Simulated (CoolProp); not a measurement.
A closed Brayton cycle with carbon dioxide: compressor inlet 330.15 K and 9.7 MPa, high pressure 26 MPa, turbine inlet 645 K, compressor efficiency 0.8, turbine efficiency 0.9, recuperator effectiveness 0.8 (on enthalpy, no pinch check). Each further row changes one setting.

Values from CoolProp's reference Helmholtz-energy equation of state, Span 1996.

```csv
case,thermal efficiency (%),net work (kJ/kg),compressor to turbine work,compressor exit (K),turbine exit (K)
as stated,21.2,44.4,0.54,408.5,541.1
turbine inlet 595 K,18.2,34.2,0.60,408.5,495.0
compressor inlet 340.15 K,19.0,36.8,0.62,427.4,541.1
high pressure 22.1 MPa,20.7,40.5,0.50,395.2,557.9
recuperator effectiveness 0.5,17.3,44.4,0.54,408.5,541.1
```
